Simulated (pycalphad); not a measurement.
All values are pycalphad results on the COST 507 light-alloy database (1999) (1 atm), not direct measurements. The data set is of 1999 and partly superseded. Kinetics are ignored, which matters at the lower temperatures.

Problem. How does the equilibrium phase assembly of Ti-0.27Hf-2.62B (at.%) change on cooling from 2577 °C to 257 °C?

Solution. 
| T (°C) | phases above | phases below |
|---|---|---|
| 1612.7 | LIQUID | BCC_A2 + LIQUID |
| 1541.0 | BCC_A2 + LIQUID | BCC_A2 + BM |
| 880.9 | BCC_A2 + BM | BCC_A2 + BM + HCP_A3 |
| 880.1 | BCC_A2 + BM + HCP_A3 | BM + HCP_A3 |
Changes were sought between steps of 40 K, so a narrower field can be missed.

Database names, with the compositions (at.%) that they take in these runs: BM: Ti 50 B 50. BCC_A2 is bcc; HCP_A3 is hcp.
